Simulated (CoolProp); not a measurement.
The fluid at 298.15 K and 0.75 MPa is throttled through a valve to 0.033 MPa with no heat exchange. The same conditions are run with several fluids, on thermodynamics alone (safety and materials aside).

Model: reference Helmholtz-energy equation of state of each fluid (R236EA: Rui 2013; p-xylene: Zhou 2012; dodecamethylcyclohexasiloxane (D6): Colonna 2008; R21: Platzer 1990; n-butane: Bücker 2006), in CoolProp. The equations of Platzer and Polt are older, rougher fits.

| fluid | temperature change (K) | final phase | final density (kg/m³) |
|---|---|---|---|
| R236EA | -43.4 | two-phase, vapour fraction 0.303 | 7.95 |
| p-xylene | +0.3 | liquid | 856 |
| dodecamethylcyclohexasiloxane (D6) | +0.3 | liquid | (withheld) |
| R21 | (withheld) | two-phase, vapour fraction 0.170 | (withheld) |
| n-butane | -51.8 | (withheld) | (withheld) |

### Question
What belongs in the gaps?

### Answer

- dodecamethylcyclohexasiloxane (D6), final density (kg/m³): 968
- R21, temperature change (K): -42.0
- R21, final density (kg/m³): 9.49
- n-butane, final phase: two-phase, vapour fraction 0.295
- n-butane, final density (kg/m³): 3.23
